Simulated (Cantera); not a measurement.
A closed system holds: 1 mol PbO, 30 mol H₂, 0.97 mol N₂, held at 11000 Pa.

Method: chemical equilibrium by Gibbs-energy minimisation in Cantera with the NASA 1993 tables (ideal gas, pure condensed phases). Candidate condensed phases: H₂O, Pb, PbO, PbO₂, Pb₃O₄; 27 gas species. Kinetics and transport are ignored.

Question: Which condensed phases are stable at each of these points (T (°C)): 927, 952, 977, 1002, 1027, 1052, 1077, 1102, 1127, 1152, 1177, 1202?

Answer: 
```json
[
 {"T (°C)": "927", "condensed phases": "Pb(l)", "Pb condensed (%)": "81.8"},
 {"T (°C)": "952", "condensed phases": "Pb(l)", "Pb condensed (%)": "73.5"},
 {"T (°C)": "977", "condensed phases": "Pb(l)", "Pb condensed (%)": "61.9"},
 {"T (°C)": "1002", "condensed phases": "Pb(l)", "Pb condensed (%)": "46.0"},
 {"T (°C)": "1027", "condensed phases": "Pb(l)", "Pb condensed (%)": "24.3"},
 {"T (°C)": "1052", "condensed phases": "gas only", "Pb condensed (%)": "0.0"},
 {"T (°C)": "1077", "condensed phases": "gas only", "Pb condensed (%)": "0.0"},
 {"T (°C)": "1102", "condensed phases": "gas only", "Pb condensed (%)": "0.0"},
 {"T (°C)": "1127", "condensed phases": "gas only", "Pb condensed (%)": "0.0"},
 {"T (°C)": "1152", "condensed phases": "gas only", "Pb condensed (%)": "0.0"},
 {"T (°C)": "1177", "condensed phases": "gas only", "Pb condensed (%)": "0.0"},
 {"T (°C)": "1202", "condensed phases": "gas only", "Pb condensed (%)": "0.0"}
]
```

From 927 °C to 1027 °C the condensed part is Pb(l). From 1052 °C to 1202 °C nothing is condensed.
